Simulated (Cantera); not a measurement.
A perfectly stirred reactor is fed with 19.4 % H2, 80.6 % O2, equivalence ratio 0.12, at 19.5 Torr; it is held at 1398 K, and followed from long to short residence time.

Model: the H2/O2 subset of GRI-Mech 3.0, which has no nitrogen chemistry, integrated in Cantera. Radical loss at walls, strong at low pressure, is not modelled. The temperature is held fixed by assumption; the heat of reaction is taken as removed at once.

x: mole fraction; the columns are a selection and need not sum to one.

```tsv
τ (s)	x H2	x O2	x HO2	x H2O2	x H2O	x H
12	6.86e-5	0.785	(withheld)	5.65e-8	0.213	1.75e-5
4.1	0.000140	0.784	(withheld)	8.51e-8	0.213	5.21e-5
1.4	0.000285	0.783	(withheld)	1.25e-7	0.212	0.000154
0.48	0.000572	0.781	(withheld)	1.77e-7	0.211	0.000449
0.17	0.00111	0.777	(withheld)	2.40e-7	0.208	0.00125
0.057	0.00218	0.769	(withheld)	3.16e-7	0.204	0.00355
0.019	0.00411	0.754	1.01e-5	3.85e-7	0.195	0.00947
0.0066	0.00695	0.733	1.09e-5	4.23e-7	0.180	0.0210
0.0023	0.0106	0.710	1.08e-5	4.32e-7	0.163	0.0361
0.00077	0.0164	0.698	1.05e-5	4.47e-7	0.147	0.0480
0.00026	0.0292	0.702	1.01e-5	4.90e-7	0.129	0.0527
```

Question: What belongs in the gaps?

Answer: 
- 12, x HO2: 8.53e-7
- 4.1, x HO2: 1.53e-6
- 1.4, x HO2: 2.63e-6
- 0.48, x HO2: 4.23e-6
- 0.17, x HO2: 6.19e-6
- 0.057, x HO2: 8.37e-6
